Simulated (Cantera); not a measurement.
A freely propagating, adiabatic, planar premixed flame of 6.50 % CH4, 0.481 % H2, 19.5 % O2, 73.5 % N2, unburnt at 550 K and 0.316 atm; multicomponent transport, grid criteria slope 0.08 and curve 0.16, no radiation.

Cantera simulation using GRI-Mech 3.0 (53 species, 325 reactions); the numbers are that mechanism's predictions, not measurements. Burning velocities carry a grid error of a few per cent, more on coarse grids.

Question: Predict: laminar burning velocity; thermal thickness; peak x(CH2O); peak x(CH2CO); peak x(HCO).

Answer: 
* **laminar burning velocity**: 102 cm/s
* **thermal thickness**: 1.11 mm
* **peak x(CH2O)**: 0.000743
* **peak x(CH2CO)**: 3.30e-5
* **peak x(HCO)**: 3.62e-5
